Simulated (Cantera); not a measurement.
Feed: 1 mol PbO, 2.7 mol CO, 2.8 mol N₂, at 1852 °C and 0.000730 bar.

Equilibrium computed with Cantera from the NASA thermochemical tables; the gas is ideal and each condensed phase is pure. Candidate condensed phases: C, Pb, PbO, PbO₂, Pb₃O₄; 27 gas species. Rates play no part.

Base state: N₂ 0.426, CO 0.275, Pb 0.150, CO₂ 0.136, O₂ 0.00419, O 0.00396, PbO 0.00262, NO 0.00110 (mole fractions); condensed: gas only.

**Question.** What changes in the equilibrium state with this change: N₂ from 2.8 to 0.22 mol?

**Answer.** 
```json
[
 {"species": "CO", "before": "0.275", "after": "0.448"},
 {"species": "Pb", "before": "0.150", "after": "0.248"},
 {"species": "CO₂", "before": "0.136", "after": "0.234"},
 {"species": "N₂", "before": "0.426", "after": "0.0554"},
 {"species": "NO", "before": "0.00110", "after": "0.000418"},
 {"species": "PbO", "before": "0.00262", "after": "0.00457"},
 {"species": "O₂", "before": "0.00419", "after": "0.00466"},
 {"species": "O", "before": "0.00396", "after": "0.00417"}
]
```
